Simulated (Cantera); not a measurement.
Cantera run:

```python
import numpy as np
import cantera as ct

gas_names = """
    C CN CO CO2 C2 CCN CNC C2N2 C2O C3 C3O2 C4 C4N2 C5 N NCO NO NO2 NO3 N2 N2O O O2 O3 Si SiC SiC2 SiN
    SiO SiO2 Si2 Si2C Si2N Si3
""".split()
cond_names = """
    C(gr) Si(cr) Si(L) SiC(b) SiO2(Lqz) SiO2(hqz) SiO2(L) Si2N2O(s) Si3N4(a)
""".split()


# ... load() reads the species with a 1 bar reference pressure and builds the phases ...
atoms = {
    'SiC': {'Si': 1, 'C': 1},
    'N2O': {'N': 2, 'O': 1},
    'N2': {'N': 2},
}
top_T = {'C(gr)': 4500, 'SiC(b)': 3050, 'Si2N2O(s)': 2100, 'Si3N4(a)': 2400}  # K; cautious upper limits of use, not melting points


# ... equilibrate(T, P, feed) seeds the gas with the atoms and calls Mixture.equilibrate('TP', solver="vcs", rtol=1e-11, max_steps=5000) ...
results = []
feed = {'SiC': 1, 'N2O': 0.026, 'N2': 2}  # mol
P = 4600  # Pa
for T in [1248, 1348, 1448, 1548, 1648, 1748, 1848, 1948, 2048, 2148]:
    mix = equilibrate(T, P, feed)
    results.append((T, P, feed, dict(zip(mix.species_names, mix.species_moles))))

top = {s: max(r[3][s] / sum(r[3][g] for g in gas_names) for r in results) for s in gas_names}
cols = sorted((s for s in top if top[s] > 1e-06), key=lambda s: -top[s])[:5]
seen = [c for c in cond_names if any(r[3].get(c, 0) > 1e-12 for r in results)]
print("log10 of partial pressures in bar; condensed amounts in mol")
print(f"{'T/K':>10s}" + "".join(f"{s[:9]:>10s}" for s in cols + seen))
for T, P, feed, n in results:
    ng = sum(n[g] for g in gas_names)
    print(f"{T:10.4g}" + "".join(f"{np.log10(max(n[s] / ng * P / 1e5, 1e-99)):10.3f}" for s in cols)
          + "".join(f"{n.get(c, 0):10.4g}" for c in seen))
```

Output:

```
log10 of partial pressures in bar; condensed amounts in mol
       T/K        N2        CO       SiO        Si      Si2C     C(gr)    SiC(b) Si2N2O(s)  Si3N4(a)
      1248    -1.337    -6.802   -11.136   -14.835   -19.772         1         0     0.026     0.316
      1348    -1.337    -5.782    -9.332   -12.683   -16.615         1         0   0.02595     0.316
      1448    -1.337    -4.906    -7.781   -10.832   -13.904    0.9996         0   0.02563    0.3162
      1548    -1.340    -3.477    -6.100    -9.556   -12.215  0.007828    0.9775   0.01125         0
      1648    -1.341    -3.411    -5.005    -8.063   -10.423         0    0.9828  0.008375         0
      1748    -1.341    -3.441    -4.068    -6.714    -8.812         0    0.9839  0.006134         0
      1848    -1.343    -3.533    -3.538    -5.632    -7.498         0    0.9869         0         0
      1948    -1.343    -3.526    -3.546    -4.948    -6.608         0    0.9867         0         0
      2048    -1.343    -3.499    -3.576    -4.354    -5.830         0    0.9858         0         0
      2148    -1.344    -3.433    -3.673    -3.871    -5.182         0    0.9832         0         0
```

Cantera equilibrium calculation (NASA polynomials, part measured and part estimated; ideal gas, pure solids and liquids). Mutual solubility and eutectic melting of coexisting phases are not modelled. The tables' values for SiN are old estimates; treat these amounts as uncertain.
